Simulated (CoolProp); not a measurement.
Vapour-liquid equilibrium of propylene (1) + R142b (2) at 1290 kPa; x and y are mole fractions of (1).

Values from CoolProp's multi-fluid Helmholtz-energy mixture model, Lemmon 2013 and Lemmon 2006; pair parameters Bell 2016.

### Question
Give the bubble temperature and the first vapour's composition at x = 0.2, 0.8, 0.95. Is there an azeotrope?

### Answer
x = 0.2: 335.9 K, y = 0.370; x = 0.8: 308.5 K, y = 0.898; x = 0.95: 304.1 K, y = 0.975. No azeotrope shows between x = 0.05 and 0.95.

The pair parameters rest on a limited set of measurements; away from them the model extrapolates.
